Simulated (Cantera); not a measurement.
Charge: 1 mol CH3Cl, at 2850 K and 9.60 mbar.

Method: chemical equilibrium by Gibbs-energy minimisation in Cantera with the NASA 1993 tables (ideal gas, pure condensed phases). Candidate condensed phases: C, C6H6, C7H8, C8H18; 91 gas species. Kinetics and transport are ignored.

Base state: H 0.446, H2 0.202, Cl 0.201, HCl 0.132, C2H2 (acetylene) 0.00794, C3 0.00602, C2H 0.00240, C 0.00117 (mole fractions); condensed: C(graphite).

What changes in the equilibrium state with this change: temperature from 2850 K to 923 K?


```tsv
species	before	after
HCl	0.132	0.500
H2	0.202	0.499
CH4	3.61e-8	0.000556
H	0.446	1.76e-9
Cl	0.201	1.71e-9
C2H2 (acetylene)	0.00794	<1e-9
C3	0.00602	<1e-9
C2H	0.00240	<1e-9
C(graphite), mol	0.873	0.999
```
